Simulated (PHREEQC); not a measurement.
1 kg of water holding 0.44 mol Na2SO4, 0.035 mol Na2B4O7, 0.004 mol Na2CO3 and 0.013 mol NaCl is evaporated at 30 °C; the solids stay in contact with the brine. CO2 is held at log p = -3.4 (atm). Solids allowed: Burkeite, Halite, Mirabilite, Nahcolite, Natron, Thenardite, Trona, Borax, Boric_acid,s, NaBO2:4H2O, NaB5O8:5H2O, Teepleite. Others were left out.

Base run: PHREEQC, Pitzer model, pitzer.dat. Each further column changes one thing. The table gives water activity.

```csv
H2O removed (mol),base,temperature from 30 to 25 °C
0,0.980,0.981
9.886,0.977,0.977
18.01,0.973,0.973
24.69,0.968,0.968
30.18,0.962,0.962
34.69,0.955,0.955
38.4,0.946,0.947
43.95,0.922,0.929
46.01,0.904,0.928
47.7,0.895,0.926
49.09,0.891,0.921
50.23,0.874,0.903
51.17,0.849,0.805
```
